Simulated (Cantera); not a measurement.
## Gas-phase reforming

An isothermal, constant-pressure homogeneous reactor starts with 37.5 % CH₄, 60.0 % H₂O, 2.55 % H₂, at 1525 K and 1.00 bar.

Cantera simulation using GRI-Mech 3.0 (53 species, 325 reactions); the numbers are that mechanism's predictions, not measurements.

```csv
t (s),x CH₄,x H₂O,x H₂,x HCO,x H₂O₂
2.00e-6,0.375,0.600,0.0255,<1e-12,<1e-12
6.70e-6,0.375,0.600,0.0255,<1e-12,<1e-12
2.24e-5,0.375,0.600,0.0255,<1e-12,<1e-12
7.52e-5,0.375,0.600,0.0255,<1e-12,<1e-12
0.000252,0.374,0.600,0.0257,4.85e-12,<1e-12
0.000844,0.374,0.600,0.0262,4.56e-11,<1e-12
0.00283,0.370,0.599,0.0286,3.09e-10,<1e-12
0.00948,0.356,0.594,0.0414,6.38e-10,<1e-12
0.0317,0.316,0.576,0.0853,5.07e-10,<1e-12
0.106,0.235,0.537,0.175,3.55e-10,<1e-12
0.356,0.133,0.481,0.294,3.25e-10,<1e-12
1.19,0.0704,0.409,0.396,7.12e-10,<1e-12
4.00,0.0583,0.315,0.477,1.83e-9,<1e-12
```
x: mole fraction; the columns are a selection and need not sum to one.

Equilibrium at this temperature and pressure: CH₄ 1.68e-6, H₂O 0.116, H₂ 0.670, HCO 5.73e-9, H₂O₂ <1e-12 (gas phase only).
